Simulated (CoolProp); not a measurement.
A closed Brayton cycle with carbon dioxide: compressor inlet 330.15 K and 8.4 MPa, high pressure 15.3 MPa, turbine inlet 770 K, compressor efficiency 0.89, turbine efficiency 0.93, recuperator effectiveness 0.9 (on enthalpy, no pinch check). Each further row changes one setting.

The numbers come from the reference Helmholtz-energy equation of state, Span 1996 in CoolProp.

| case | thermal efficiency (%) | net work (kJ/kg) | compressor to turbine work | compressor exit (K) | turbine exit (K) |
|---|---|---|---|---|---|
| as stated | 29.3 | 48.9 | 0.37 | 380.5 | 698.3 |
| turbine inlet 720 K | 27.8 | 43.2 | 0.40 | 380.5 | 651.1 |
| compressor inlet 340.15 K | 28.8 | 45.5 | 0.41 | 393.3 | 698.3 |
| high pressure 13 MPa | 26.4 | 37.0 | 0.36 | 366.6 | 717.5 |
| recuperator effectiveness 0.5 | 15.5 | 48.9 | 0.37 | 380.5 | 698.3 |
